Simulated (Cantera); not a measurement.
An isothermal, constant-pressure homogeneous reactor starts with C₂H₆ : H₂ = 1 : 4.8 (molar parts), at 1225 K and 1330 Pa. Integrator tolerance rtol = 1e-08.

Cantera simulation using GRI-Mech 3.0 (53 species, 325 reactions); the numbers are that mechanism's predictions, not measurements. GRI-Mech 3.0 stops at C3 and has no aromatics, soot or wall deposition, so with more carbon than oxygen in the feed, carbon stays in small species such as C2H2 where larger ones or solid carbon would form. Radical loss at walls, strong at low pressure, is not modelled.

Q: What does this change do: temperature 1225 to 1100 K?

A: 
```tsv
quantity	before	after
x(C₂H₆) at 50.0 s	1.38e-5 (gas-phase equilibrium 9.48e-6)	0.000525 (gas-phase equilibrium 4.61e-5)
x(H₂) at 50.0 s	0.825 (gas-phase equilibrium 0.813)	0.832 (gas-phase equilibrium 0.692)
x(CH₂) at 50.0 s	1.14e-11 (gas-phase equilibrium 8.57e-12)	1.71e-12 (gas-phase equilibrium <1e-12)
x(CH₃) at 50.0 s	5.47e-6 (gas-phase equilibrium 5.37e-6)	1.87e-6 (gas-phase equilibrium 1.41e-6)
x(CH₄) at 50.0 s	0.0725 (gas-phase equilibrium 0.0927)	0.0450 (gas-phase equilibrium 0.285)
```
